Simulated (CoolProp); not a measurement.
Properties of methane at several states (Tc = -82.6 °C, pc = 4599 kPa, ω = 0.011).

Values from CoolProp's reference Helmholtz-energy equation of state, Setzmann 1991.

```tsv
T (°C)	p (kPa)	phase	density (kg/m³)	Joule-Thomson coefficient (K/MPa)	conductivity (mW/(m K))	fugacity coefficient
5.85	890	gas	6.277	4.968	32.1	0.9807
26.65	76.4	gas	0.4923	…	34.4	0.9987
-147.85	9370	liquid	…	…	176	…
136.05	15	gas	0.07073	…	…	0.9999
-3.75	11600	supercritical	111.0	3.422	48.1	0.7567
-34.65	2740	gas	…	6.703	29.1	…
```

Question: Some entries are withheld; supply them.

Answer: 
- 26.65, Joule-Thomson coefficient (K/MPa): 4.329
- -147.85, density (kg/m³): 411.9
- -147.85, Joule-Thomson coefficient (K/MPa): -0.4019
- -147.85, fugacity coefficient: 0.03850
- 136.05, Joule-Thomson coefficient (K/MPa): 2.118
- 136.05, conductivity (mW/(m K)): 51.6
- -34.65, density (kg/m³): 24.76
- -34.65, fugacity coefficient: 0.9025

Thermal conductivity comes from a separate model (Friend 1989).
